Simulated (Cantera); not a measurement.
A closed system holds: 1 mol TiO2, 16 mol H2, 1.6 mol H2O, held at 3.60 mbar.

Cantera equilibrium calculation (NASA polynomials, part measured and part estimated; ideal gas, pure solids and liquids). Candidate condensed phases: H2O, Ti, TiO, TiO2, Ti2O3, Ti3O5, Ti4O7; 12 gas species. Equilibrium is a limit: real reactors are often held back by kinetics, nucleation or transport.

At 1425 K, list the 3 most abundant gas species with their mole fractions, and the condensed phases.

H2 0.909, H2O 0.0909, H 0.000108. Condensed: TiO2(rutile).
